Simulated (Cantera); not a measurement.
Input: 1 mol SiO₂, a varied amount of C, 1.1 mol H₂, equilibrated at 2423.15 K and 1.60 bar.

Cantera equilibrium calculation (NASA polynomials, part measured and part estimated; ideal gas, pure solids and liquids). Candidate condensed phases: C, C₆H₆, C₇H₈, C₈H₁₈, H₂O, Si, SiC, SiO₂; 123 gas species. Mutual solubility and eutectic melting of coexisting phases are not modelled. The tables hold silica as quartz up to 1696 K and as liquid above; real silica turns to tridymite and cristobalite and melts near 1996 K. Gases not in the tables: Si(OH)₄, Si₂H₆ and higher silanes. Equilibrium is a limit: real reactors are often held back by kinetics, nucleation or transport.

Task: Which condensed phases are stable at each of these points (n(C) (mol)): 0.37, 0.51, 0.72, 1, 1.4, 1.9, 2.7?

Result: 
```json
[
 {"n(C) (mol)": "0.37", "condensed phases": "SiO₂(l)", "Si condensed (%)": "58.0"},
 {"n(C) (mol)": "0.51", "condensed phases": "SiO₂(l)", "Si condensed (%)": "44.6"},
 {"n(C) (mol)": "0.72", "condensed phases": "SiO₂(l)", "Si condensed (%)": "24.0"},
 {"n(C) (mol)": "1", "condensed phases": "gas only", "Si condensed (%)": "0.0"},
 {"n(C) (mol)": "1.4", "condensed phases": "Si(l) + SiC(s)", "Si condensed (%)": "30.2"},
 {"n(C) (mol)": "1.9", "condensed phases": "SiC(s)", "Si condensed (%)": "44.6"},
 {"n(C) (mol)": "2.7", "condensed phases": "SiC(s)", "Si condensed (%)": "84.6"}
]
```

From 0.37 mol C to 0.72 mol C the condensed part is SiO₂(l). At 1 mol C nothing is condensed. At 1.4 mol C the condensed part is Si(l) + SiC(s). From 1.9 mol C to 2.7 mol C the condensed part is SiC(s). The share of Si in condensed phases is highest at 2.7 mol C (84.6 %) and lowest at 1 mol C (0.0 %).
